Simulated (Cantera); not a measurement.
Input: 1 mol SiCl4, 1.1 mol Cl2, 0.35 mol H2, at 1373 K and 3.20 bar.

Cantera equilibrium calculation (NASA polynomials, part measured and part estimated; ideal gas, pure solids and liquids). Candidate condensed phases: Si; 19 gas species. Equilibrium is a limit: real reactors are often held back by kinetics, nucleation or transport.

Base state: SiCl4 0.407, Cl2 0.302, HCl 0.285, Cl 0.00706 (mole fractions); condensed: gas only.

### Question
What changes in the equilibrium state with this change: pressure from 3.20 bar to 7.30 bar?

### Answer
```csv
species,before,after
SiCl4,0.407,0.407
Cl2,0.302,0.303
HCl,0.285,0.285
Cl,0.00706,0.00468
```
